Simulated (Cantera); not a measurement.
Feed: 1 mol Ti(OiPr)4, 0.66 mol C3H8, equilibrated at 1.80 Torr.

These are equilibrium values from Cantera (NASA tables, ideal gas, pure condensed phases), not measurements of a reactor. Candidate condensed phases: C, C6H6, C7H8, C8H18, H2O, Ti, TiC, TiO, TiO2, Ti2O3, Ti3O5, Ti4O7; 113 gas species. The feed counts by its element totals alone. TiC: taken at fixed stoichiometry. The numbers say what is thermodynamically allowed, not how fast it happens. All values below are at 1825 K.

Base state: H2 0.799, CO 0.193, H 0.00803, C2H2 (acetylene) 0.000172 (mole fractions); condensed: C(graphite) + TiC(s).

Question: What changes in the equilibrium state with this change: pressure from 1.80 Torr to 75.0 Torr?

Answer: 
```json
[
 {"species": "H2", "before": "0.799", "after": "0.805"},
 {"species": "CO", "before": "0.193", "after": "0.194"},
 {"species": "H", "before": "0.00803", "after": "0.00125"},
 {"species": "CH4", "before": "1.09e-6", "after": "4.59e-5"},
 {"species": "C2H2 (acetylene)", "before": "0.000172", "after": "0.000173"},
 {"species": "C(graphite), mol", "before": "8.97", "after": "8.97"},
 {"species": "TiC(s), mol", "before": "1.00", "after": "1.00"}
]
```
